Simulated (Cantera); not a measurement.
Mixture: 19.7 % CO, 0.709 % H2, 16.7 % O2, 62.9 % N2, at 6.70 bar, adiabatic and at constant pressure. Ignition delay is the time to a rise of 400 K.

Model: GRI-Mech 3.0 (53 species, 325 reactions), integrated in Cantera. The hydrogen kinetics of GRI-Mech 3.0 are dated; newer H2 mechanisms differ, most at raised pressure. Where the delays flatten at high temperature, the 400 K rule measures the pace of heat release, not the induction time.

Question: Predict: delay at 1225 K; delay at 1425 K; delay at 1625 K; delay at 1825 K; delay at 2025 K.

Answer: delay at 1225 K: 75.1 µs
delay at 1425 K: 22.6 µs
delay at 1625 K: 14.7 µs
delay at 1825 K: 12.4 µs
delay at 2025 K: 12.0 µs
